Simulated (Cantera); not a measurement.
A closed system holds: 1 mol AlCl3, 4.7 mol HCl, 2.3 mol N2, equilibrated at 1700 K and 0.330 Torr.

Cantera equilibrium calculation (NASA polynomials, part measured and part estimated; ideal gas, pure solids and liquids). Candidate condensed phases: Al, AlCl3, AlN, NH4Cl; 20 gas species. The tables' values for AlCl2 are old estimates; treat these amounts as uncertain. Rates play no part.

Base state: HCl 0.556, N2 0.279, AlCl3 0.106, Cl 0.0357, AlCl2 0.0112, H2 0.00723, AlCl 0.00475, H 0.000597 (mole fractions); condensed: gas only.

Task: What changes in the equilibrium state with this change: temperature from 1700 K to 1225 K?

Result: 
```json
[
 {"species": "HCl", "before": "0.556", "after": "0.587"},
 {"species": "N2", "before": "0.279", "after": "0.287"},
 {"species": "AlCl3", "before": "0.106", "after": "0.125"},
 {"species": "Cl", "before": "0.0357", "after": "0.000484"},
 {"species": "AlCl2", "before": "0.0112", "after": "8.66e-6"},
 {"species": "AlCl", "before": "0.00475", "after": "1.67e-8"},
 {"species": "H", "before": "0.000597", "after": "2.30e-7"}
]
```
